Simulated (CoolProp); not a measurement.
Vapour-liquid equilibrium of propane (1) + c-C4F8 (RC318) (2) at 282.3 K; x and y are mole fractions of (1).

The numbers come from the multi-fluid Helmholtz-energy mixture model, Lemmon 2009 and Platzer 1990; pair parameters Bell 2016 in CoolProp. This equation is an older, rougher fit; its heat capacities, sound speeds and derivatives of the liquid may be far off and weren't checked against measurements.

```json
[
 {"x": "0.05", "bubble pressure (MPa)": "0.2475", "y at the bubble point": "…", "dew pressure at overall composition x (MPa)": "0.1912", "liquid density (mol/L)": "…"},
 {"x": "0.2", "bubble pressure (MPa)": "0.4024", "y at the bubble point": "0.597", "dew pressure at overall composition x (MPa)": "0.2243", "liquid density (mol/L)": "8.258"},
 {"x": "0.35", "bubble pressure (MPa)": "0.4972", "y at the bubble point": "0.704", "dew pressure at overall composition x (MPa)": "0.2706", "liquid density (mol/L)": "8.652"},
 {"x": "0.5", "bubble pressure (MPa)": "0.5519", "y at the bubble point": "…", "dew pressure at overall composition x (MPa)": "…", "liquid density (mol/L)": "9.119"},
 {"x": "0.65", "bubble pressure (MPa)": "…", "y at the bubble point": "…", "dew pressure at overall composition x (MPa)": "…", "liquid density (mol/L)": "9.692"},
 {"x": "0.8", "bubble pressure (MPa)": "0.6125", "y at the bubble point": "0.856", "dew pressure at overall composition x (MPa)": "0.5846", "liquid density (mol/L)": "…"},
 {"x": "0.95", "bubble pressure (MPa)": "0.6248", "y at the bubble point": "0.949", "dew pressure at overall composition x (MPa)": "0.6248", "liquid density (mol/L)": "11.34"}
]
```

Task: Some entries are withheld; supply them.

Result: 
- 0.05, y at the bubble point: 0.282
- 0.05, liquid density (mol/L): 7.908
- 0.5, y at the bubble point: 0.760
- 0.5, dew pressure at overall composition x (MPa): 0.3390
- 0.65, bubble pressure (MPa): 0.5867
- 0.65, y at the bubble point: 0.803
- 0.65, dew pressure at overall composition x (MPa): 0.4459
- 0.8, liquid density (mol/L): 10.42

y crosses x between x = 0.8 and 0.95: the model has an azeotrope there.

Pair parameters are fitted to limited data, so mixtures are less certain than the pure fluids.
